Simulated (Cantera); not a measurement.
A Cantera script and its output.

```python
import numpy as np
import cantera as ct

surf = ct.Interface("diamond.yaml", "diamond_100")
gas, bulk = surf.adjacent["gas"], surf.adjacent["diamond"]
k = surf.kinetics_species_index(bulk.species_names[0])
cover = ["c6HH", "c6H*", "c6*H", "c6**", "c6HM", "c6B"]

rows, drift = [], 0.0
print(f"{'xCH3':>10s}{'um/h':>11s}" + "".join(f"{s:>11s}" for s in cover))
for v in [1e-06, 2.8e-06, 8.1e-06, 2.3e-05, 6.6e-05, 0.00019, 0.00053, 0.0015, 0.0043]:
    T, P, xH, xCH3 = 1100, 19000, 0.0018, v
    gas.TPX = T, P, {"H": xH, "CH3": xCH3, "CH4": 0.011, "H2": 1 - xH - xCH3 - 0.011}
    surf.TP = bulk.TP = T, P
    surf.coverages = "c6H*:0.1, c6HH:0.9"
    surf.advance_coverages(100.0)
    before = surf.coverages
    surf.advance_coverages(100.0)
    drift = max(drift, np.max(np.abs(surf.coverages - before) / (surf.coverages + 1e-9)))
    rate = surf.net_production_rates[k] * bulk.mean_molecular_weight / bulk.density * 3.6e9
    rows.append([rate, *surf[cover].coverages])
    print(f"{v:10.4g}{rate:11.4e}" + "".join(f"{x:11.3e}" for x in rows[-1][1:]))
```

It prints:

```
      xCH3       um/h       c6HH       c6H*       c6*H       c6**       c6HM        c6B
     1e-06 1.1543e-01  5.171e-01  2.771e-02  4.380e-01  1.690e-02  1.554e-04  3.132e-10
   2.8e-06 3.2303e-01  5.169e-01  2.770e-02  4.378e-01  1.689e-02  4.349e-04  8.766e-10
   8.1e-06 9.3303e-01  5.163e-01  2.767e-02  4.373e-01  1.686e-02  1.256e-03  2.532e-09
   2.3e-05 2.6379e+00  5.146e-01  2.757e-02  4.357e-01  1.677e-02  3.551e-03  7.158e-09
   6.6e-05 7.4759e+00  5.096e-01  2.728e-02  4.312e-01  1.651e-02  1.007e-02  2.029e-08
   0.00019 2.0782e+01  4.961e-01  2.650e-02  4.188e-01  1.579e-02  2.800e-02  5.639e-08
   0.00053 5.3001e+01  4.633e-01  2.461e-02  3.889e-01  1.407e-02  7.150e-02  1.438e-07
    0.0015 1.2079e+02  3.939e-01  2.060e-02  3.256e-01  1.056e-02  1.635e-01  3.278e-07
    0.0043 2.2369e+02  2.873e-01  1.446e-02  2.285e-01  5.710e-03  3.052e-01  6.070e-07
```

Cantera simulation using the Harris–Goodwin 1993 mechanism for the reconstructed diamond (100) surface; the numbers are that mechanism's predictions, not measurements.
